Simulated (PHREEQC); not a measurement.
Dissolve 1.6 mmol/kgw H3PO4 and 42 mmol/kgw Na2SO4 at 60 °C. Closed to the air; pH follows from the charge balance.

The numbers come from PHREEQC with the ion-association model, wateq4f.dat.

```yaml
pH: 3.50
ionic_strength: 0.114 mol/kgw
total_alkalinity: -1.60 meq/kg
```

```csv
species,molality,activity,log γ
Na+,0.0784,0.0597,-0.118
SO4-2,0.0353,0.0118,-0.476
NaSO4-,0.00560,0.00430,-0.115
H2PO4-,0.00152,0.00117,-0.115
HSO4-,0.00113,0.000855,-0.122
H+,0.000391,0.000317,-0.091
H3PO4,7.72e-5,7.92e-5,0.011
```

No solid was allowed to form. Species that the database lacks are ignored. H3PO4, which wateq4f.dat lacks, is added to it with the constant of phreeqc.dat. At this temperature some constants are extrapolated from 25 °C, and those without enthalpy data are left unchanged.
